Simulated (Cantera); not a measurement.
An isothermal, constant-pressure homogeneous reactor starts with 0.715 % H2, 99.3 % O2, equivalence ratio 0.0036, at 1400 K and 0.0133 bar.

Computed with Cantera and the H2/O2 subset of GRI-Mech 3.0, which has no nitrogen chemistry. Radical loss at walls, strong at low pressure, is not modelled.

x: mole fraction; the columns are a selection and need not sum to one.

```
t (s)        x H2   x O2    x H2O2      x OH       x O
--------  -------  -----  --------  --------  --------
8.00e-6   0.00715  0.993    <1e-12  2.37e-10  2.38e-10
3.44e-5   0.00715  0.993    <1e-12         …         …
0.000148  0.00715  0.993  4.58e-12   2.29e-8   2.40e-8
0.000635  0.00715  0.993  7.41e-11   1.98e-7   2.26e-7
0.00273   0.00709  0.993  8.43e-10   3.09e-5   3.68e-5
0.0117    2.12e-5  0.986   6.95e-9  0.000959   0.00633
0.0504    1.91e-5  0.986   6.74e-9  0.000925   0.00595
0.217           …  0.988         …         …         …
0.931     6.79e-6  0.991   4.38e-9  0.000553   0.00204
4.00      1.19e-6  0.992   1.61e-9  0.000232  0.000350
```

Q: Complete the blanks.

A: 
- 3.44e-5, x OH: 3.00e-9
- 3.44e-5, x O: 3.03e-9
- 0.217, x H2: 1.51e-5
- 0.217, x H2O2: 6.18e-9
- 0.217, x OH: 0.000822
- 0.217, x O: 0.00464
